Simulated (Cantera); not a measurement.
What does this Cantera script print?

```python
import numpy as np
import cantera as ct

gas_names = """
    Ca CaO CaOH CaO2H2 Ca2 H HO2 H2 H2O H2O2 O OH O2 O3
""".split()
cond_names = """
    Ca(a) Ca(b) Ca(L) CaO(s) CaO(L) CaO2H2(s) H2O(s) H2O(L)
""".split()


# ... load() reads the species with a 1 bar reference pressure and builds the phases ...
atoms = {
    'Ca(OH)2': {'Ca': 1, 'O': 2, 'H': 2},
    'H2O': {'H': 2, 'O': 1},
    'H2': {'H': 2},
}
top_T = {}  # K; cautious upper limits of use, not melting points


# ... equilibrate(T, P, feed) seeds the gas with the atoms and calls Mixture.equilibrate('TP', solver="vcs", rtol=1e-11, max_steps=5000) ...
results = []
feed = {'Ca(OH)2': 1, 'H2O': 0.096, 'H2': 3.3}  # mol
T = 2000  # K
P = 101325  # Pa
mix = equilibrate(T, P, feed)
results.append((T, P, feed, dict(zip(mix.species_names, mix.species_moles))))
x = sorted(zip(gas.X, gas.species_names), reverse=True)
print(f"T = {T:g} K  P = {P:g} Pa  gas = {mix.phase_moles(0):.4g} mol")
print("   x: " + "  ".join(f"{s} {v:.3e}" for v, s in x if v > 1e-06))
print("   condensed (mol): " + ("  ".join(f"{mix.phase(i).name} {mix.phase_moles(i):.4g}"
      for i in range(1, mix.n_phases) if mix.phase_moles(i) > 1e-12) or "none"))
```

Result:

```
T = 2000 K  P = 101325 Pa  gas = 4.399 mol
   x: H2 7.495e-01  H2O 2.491e-01  H 1.399e-03  OH 4.642e-05  CaO2H2 2.541e-05  CaOH 3.480e-06
   condensed (mol): CaO(s) 0.9999
```

Cantera equilibrium calculation (NASA polynomials, part measured and part estimated; ideal gas, pure solids and liquids).
